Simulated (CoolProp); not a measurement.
Vapour-liquid equilibrium of R134a (1) + R236FA (2) at 4.02 kPa; x and y are mole fractions of (1).

Model: multi-fluid Helmholtz-energy mixture model, Tillner-Roth 1994 and Pan 2012; pair parameters Bell 2016, in CoolProp.

```json
[
 {"x": "0.05", "bubble temperature (K)": "…", "y at the bubble point": "0.184", "dew temperature at overall composition x (K)": "213.5", "liquid density (mol/L)": "10.80"},
 {"x": "0.15", "bubble temperature (K)": "208.6", "y at the bubble point": "0.439", "dew temperature at overall composition x (K)": "212.4", "liquid density (mol/L)": "…"},
 {"x": "0.25", "bubble temperature (K)": "205.9", "y at the bubble point": "0.603", "dew temperature at overall composition x (K)": "211.2", "liquid density (mol/L)": "11.56"},
 {"x": "0.35", "bubble temperature (K)": "…", "y at the bubble point": "0.715", "dew temperature at overall composition x (K)": "209.9", "liquid density (mol/L)": "11.95"},
 {"x": "0.45", "bubble temperature (K)": "201.6", "y at the bubble point": "0.796", "dew temperature at overall composition x (K)": "208.4", "liquid density (mol/L)": "12.35"},
 {"x": "0.55", "bubble temperature (K)": "199.9", "y at the bubble point": "0.856", "dew temperature at overall composition x (K)": "206.8", "liquid density (mol/L)": "12.77"},
 {"x": "0.65", "bubble temperature (K)": "198.4", "y at the bubble point": "0.902", "dew temperature at overall composition x (K)": "205.0", "liquid density (mol/L)": "13.22"},
 {"x": "0.75", "bubble temperature (K)": "197.1", "y at the bubble point": "0.938", "dew temperature at overall composition x (K)": "202.8", "liquid density (mol/L)": "13.68"},
 {"x": "0.85", "bubble temperature (K)": "195.9", "y at the bubble point": "0.967", "dew temperature at overall composition x (K)": "200.1", "liquid density (mol/L)": "14.17"},
 {"x": "0.95", "bubble temperature (K)": "194.8", "y at the bubble point": "…", "dew temperature at overall composition x (K)": "…", "liquid density (mol/L)": "14.69"}
]
```

Question: Some entries are withheld; supply them.

Answer: 
- 0.05, bubble temperature (K): 212.0
- 0.15, liquid density (mol/L): 11.18
- 0.35, bubble temperature (K): 203.6
- 0.95, y at the bubble point: 0.990
- 0.95, dew temperature at overall composition x (K): 196.6

No azeotrope shows between x = 0.05 and 0.95.

Pair parameters are fitted to limited data, so mixtures are less certain than the pure fluids.
